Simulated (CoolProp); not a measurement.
Vapour-liquid equilibrium of carbon dioxide (1) + isobutane (2) at -28.35 °C; x and y are mole fractions of (1).

Computed with CoolProp (multi-fluid Helmholtz-energy mixture model, Span 1996 and Bücker 2006; pair parameters Kunz 2012).

| x | bubble pressure (MPa) | y at the bubble point | dew pressure at overall composition x (MPa) | liquid density (mol/L) |
|---|---|---|---|---|
| 0.05 | 0.1710 | 0.708 | 0.05295 | 10.75 |
| 0.2 | 0.5244 | 0.910 | 0.06292 | 11.59 |
| 0.35 | (withheld) | 0.945 | 0.07744 | 12.72 |
| 0.5 | 0.9960 | 0.959 | 0.1005 | 14.21 |
| 0.65 | 1.135 | 0.968 | 0.1429 | (withheld) |
| 0.8 | (withheld) | 0.977 | 0.2470 | 18.93 |
| 0.95 | 1.436 | 0.992 | 0.8691 | 22.71 |

### Question
What belongs in the gaps?

### Answer

- 0.35, bubble pressure (MPa): 0.8041
- 0.65, liquid density (mol/L): 16.22
- 0.8, bubble pressure (MPa): 1.268

No azeotrope shows between x = 0.05 and 0.95.

The pair parameters rest on a limited set of measurements; away from them the model extrapolates. With so large a gap from Raoult's law the liquid may split in two, which this calculation doesn't test in full.
